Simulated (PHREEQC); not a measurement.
Consider water at 25 °C with 0.28 mol H2SO4 and 0.002 mol ZnSO4 per kg of water. It is in equilibrium with CO2 at log p = 0 (atm). Otherwise closed; pH follows from the charge balance.

Equilibrium calculation in PHREEQC: ion-association model, phreeqc.dat.

This is a speciation only: nothing precipitates in the calculation.

**Question.** Order these Zn species by the share of Zn that they hold, largest first: Zn+2, ZnSO4, Zn(SO4)2-2.

**Answer.** Zn+2 (66 %), ZnSO4 (27 %), Zn(SO4)2-2 (6.5 %)

**Question.** Order these S species by the share of S that they hold, largest first: HSO4-, SO4-2, ZnSO4.

**Answer.** HSO4- (88 %), SO4-2 (12 %), ZnSO4 (0.19 %)

The pH is 0.62 and the ionic strength 0.348 mol/kgw. Complexes and solids missing from the database can't appear.
